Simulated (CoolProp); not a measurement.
A Linde-Hampson liquefier for carbon monoxide: isothermal reversible compression at 280 K from 1 atm to 40 MPa, throttling to 1 atm, return gas leaving the recuperator 0 K below the feed. Each further row changes one setting.

Model: reference Helmholtz-energy equation of state, Lemmon 2006, in CoolProp. It is a short technical equation, of lower accuracy than the large ones.

```tsv
case	liquid yield per pass	compression work (kJ/kg of gas)
as stated	0.128	500
high pressure 80 MPa	0.087	585
warm-end temperature 310 K	0.095	559
warm-end gap 5 K	0.117	500
```
